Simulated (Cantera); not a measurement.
Cantera run, input and output.

```python
import numpy as np
import cantera as ct

gas = ct.Solution("h2o2.yaml")


def delay(T, t_max=10):
    gas.TPX = T, 2600000, {'H2': 1, 'O2': 1.04, 'N2': 4.27, 'H2O': 0.18}
    reactor = ct.IdealGasReactor(gas, clone=False)
    net = ct.ReactorNet([reactor])
    net.rtol, net.atol = 1e-8, 1e-16
    while net.time < t_max:
        t_old, T_old = net.time, reactor.T
        net.step()
        if reactor.T > T + 400:  # ignition: a rise of 400 K
            return t_old + (T + 400 - T_old) / (reactor.T - T_old) * (net.time - t_old)
    return np.nan


taus = []
for T in [1175, 1225, 1275, 1325, 1375, 1425, 1475, 1525]:
    taus.append(delay(T))
    print(f"T0 = {T:6g} K   tau = {taus[-1]:.4e} s")

# d ln(tau) / d ln(k), from doubling and halving each rate constant
T, sens = 1475, []
for i in range(gas.n_reactions):
    gas.set_multiplier(2.0, i)
    up = delay(T)
    gas.set_multiplier(0.5, i)
    down = delay(T)
    gas.set_multiplier(1.0, i)
    sens.append((np.log(up / down) / np.log(4.0), gas.reaction(i).equation))
sens.sort(key=lambda x: -abs(x[0]))
print(f"sensitivities at {T} K")
for s, eq in sens[:10]:
    print(f"{s:8.3f}  {eq}")
```

Output:

```
T0 =   1175 K   tau = 2.8308e-04 s
T0 =   1225 K   tau = 1.2275e-04 s
T0 =   1275 K   tau = 5.3737e-05 s
T0 =   1325 K   tau = 2.2971e-05 s
T0 =   1375 K   tau = 9.1349e-06 s
T0 =   1425 K   tau = 3.4096e-06 s
T0 =   1475 K   tau = 1.5949e-06 s
T0 =   1525 K   tau = 9.9124e-07 s
sensitivities at 1475 K
  -1.642  H + O2 <=> O + OH
   0.761  H + O2 + N2 <=> HO2 + N2
   0.500  H + O2 + H2O <=> HO2 + H2O
   0.323  H + O2 + M <=> HO2 + M
  -0.241  H2 + O <=> H + OH
  -0.190  H2 + OH <=> H + H2O
   0.155  H + O2 + O2 <=> HO2 + O2
  -0.154  H + HO2 <=> 2 OH
  -0.056  H + H2O2 <=> H2 + HO2
  -0.032  2 OH (+M) <=> H2O2 (+M)
```

Computed with Cantera and the H2/O2 subset of GRI-Mech 3.0, which has no nitrogen chemistry. The hydrogen kinetics of GRI-Mech 3.0 are dated; newer H2 mechanisms differ, most at raised pressure. The pressure lies above the range GRI-Mech 3.0 was tuned for (to about 10 atm).
